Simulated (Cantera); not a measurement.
Charge: 1 mol CH₂F₂, 0.63 mol HCl, at 2975 K.

Cantera equilibrium calculation (NASA polynomials, part measured and part estimated; ideal gas, pure solids and liquids). Candidate condensed phases: C, C₆H₆, C₇H₈, C₈H₁₈; 118 gas species. Equilibrium is a limit: real reactors are often held back by kinetics, nucleation or transport.

Question: At 3700 Pa, list the 6 most abundant gas species with their mole fractions, and the condensed phases.

Answer: HF 0.622, Cl 0.155, H 0.120, HCl 0.0473, H₂ 0.0251, F 0.0176. Condensed: C(graphite).
